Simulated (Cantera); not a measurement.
Input: 1 mol Al, 6.8 mol N2, 280 mol H2, equilibrated at 1073.15 K and 12.0 Pa.

Cantera equilibrium calculation (NASA polynomials, part measured and part estimated; ideal gas, pure solids and liquids). Candidate condensed phases: Al, AlN; 13 gas species. The numbers say what is thermodynamically allowed, not how fast it happens.

Base state: H2 0.978, N2 0.0220 (mole fractions); condensed: AlN(s).

**Question.** What changes in the equilibrium state with this change: temperature from 1073.15 K to 1773.15 K?

**Answer.** 
```csv
species,before,after
H2,0.978,0.948
H,1.27e-6,0.0253
N2,0.0220,0.0233
Al,<1e-9,0.00341
AlH,<1e-9,1.78e-5
"AlN(s), mol",1.00,0
```
